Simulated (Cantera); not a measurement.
Charge: 1 mol CF₄, 0.34 mol F₂, 14 mol H₂, at 1948 K and 310 Pa.

Equilibrium computed with Cantera from the NASA thermochemical tables; the gas is ideal and each condensed phase is pure. Candidate condensed phases: C, C₆H₆, C₇H₈, C₈H₁₈; 95 gas species. The numbers say what is thermodynamically allowed, not how fast it happens.

Base state: H₂ 0.699, HF 0.284, H 0.0170, C₂H₂ (acetylene) 0.000377 (mole fractions); condensed: C(graphite).

### Question
What changes in the equilibrium state with this change: temperature from 1948 K to 898.15 K?

### Answer
```
species             before     after
----------------  --------  --------
H₂                   0.699     0.713
HF                   0.284     0.287
CH₄                7.40e-7  0.000504
H                   0.0170   1.67e-9
C₂H₂ (acetylene)  0.000377     <1e-9
C(graphite), mol     0.988     0.992
```

### Question
What changes in the equilibrium state with this change: temperature from 1948 K to 850 K?

### Answer
```
species             before     after
----------------  --------  --------
H₂                   0.699     0.712
HF                   0.284     0.287
CH₄                7.40e-7  0.000979
H                   0.0170     <1e-9
C₂H₂ (acetylene)  0.000377     <1e-9
C(graphite), mol     0.988     0.984
```
